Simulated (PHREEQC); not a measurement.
Model water analysis in mmol/kgw, 80 °C, pH 3.84, pe 8.7:

```csv
constituent,mmol/kgw
Na,15.5
K,0.0295
Ca,8.41
Mg,1.56
Cl,11.3
S(6),12
N(5),0.0487
```

Valence states are taken as typed.

Model: ion-association model, phreeqc.dat, run in PHREEQC.

Each row changes one thing in this solution. Precipitation was switched off in this run.

| case | ionic strength (mol/kgw) | CaSO4 (mol/kgw) | MgSO4 (mol/kgw) | Mg+2 (mol/kgw) | NaSO4- (mol/kgw) | HSO4- (mol/kgw) | SI of Gypsum (CaSO4:2H2O) | SI of Halite (NaCl) |
|---|---|---|---|---|---|---|---|---|
| as made | 0.0431 | 0.00242 | 0.000874 | 0.000686 | 0.000363 | 0.000254 | -0.27 | -5.56 |
| K from 0.0295 to 0.059 mmol/kgw | 0.0432 | 0.00242 | 0.000874 | 0.000686 | 0.000363 | 0.000254 | -0.27 | -5.56 |
| temperature from 80 to 15 °C at the same typed pH | 0.0464 | 0.00215 | 0.000431 | 0.00113 | 0.000307 | 5.95e-5 | -0.30 | -5.49 |

Away from 25 °C the constants follow the database's enthalpies or fits; those with neither stay at their 25 °C values.
